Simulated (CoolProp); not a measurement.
C2F6 (R116) along the isotherm 178.1 K: fugacity coefficient from the reference equation and from simpler models built on Tc = 293.0 K, pc = 30.48 bar, ω = 0.257; each cubic takes its own stable root.

Values from CoolProp's reference Helmholtz-energy equation of state, Lemmon 2006. It is a short technical equation, of lower accuracy than the large ones.

```tsv
p (bar)	phase	reference	Redlich-Kwong	Peng-Robinson
0.964	liquid	___	0.7182	0.3785
1.83	liquid	___	___	0.2003
3.46	liquid	0.1058	0.2031	0.1068
6.57	liquid	0.05670	0.1090	0.05716
12.4	liquid	___	___	0.03120
23.6	liquid	0.01735	0.03357	___
```

### Question
Fill in the missing entries.

### Answer

- 0.964, reference: 0.3746
- 1.83, reference: 0.1983
- 1.83, Redlich-Kwong: 0.3803
- 12.4, reference: 0.03103
- 12.4, Redlich-Kwong: 0.05978
- 23.6, Peng-Robinson: 0.01736
